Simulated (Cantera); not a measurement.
Input: 1 mol H2S, 0.073 mol SO2, 3.1 mol O2, held at 1173.15 K and 7.50 Torr.

Method: chemical equilibrium by Gibbs-energy minimisation in Cantera with the NASA 1993 tables (ideal gas, pure condensed phases). Candidate condensed phases: H2O, H2SO4, S; 19 gas species. Equilibrium is a limit: real reactors are often held back by kinetics, nucleation or transport.

Q: What is the equilibrium state?

A: 
* **x(O2)**: 0.434
* **x(SO2)**: 0.287
* **x(H2O)**: 0.273
* **x(SO3)**: 0.00607
* **x(OH)**: 1.29e-5
* **gas amount**: 3.662 mol
* **log10 activity of S(l) (absent)**: -13.22
